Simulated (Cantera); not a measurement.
Input: 1 mol Al2O3, 30 mol H2, equilibrated at 1825 K and 0.133 bar.

Equilibrium computed with Cantera from the NASA thermochemical tables; the gas is ideal and each condensed phase is pure. Candidate condensed phases: Al, Al2O3, H2O; 19 gas species. Rates play no part.

Base state: H2 0.999, H 0.00121, H2O 3.61e-5, Al 1.62e-5 (mole fractions); condensed: Al2O3(s).

Problem. What changes in the equilibrium state with this change: pressure from 0.133 bar to 1 atm?

Solution. 
```json
[
 {"species": "H2", "before": "0.999", "after": "1.000"},
 {"species": "H", "before": "0.00121", "after": "0.000437"},
 {"species": "H2O", "before": "3.61e-5", "after": "1.77e-5"},
 {"species": "Al", "before": "1.62e-5", "after": "6.22e-6"},
 {"species": "Al2O3(s), mol", "before": "1.000", "after": "1.000"}
]
```
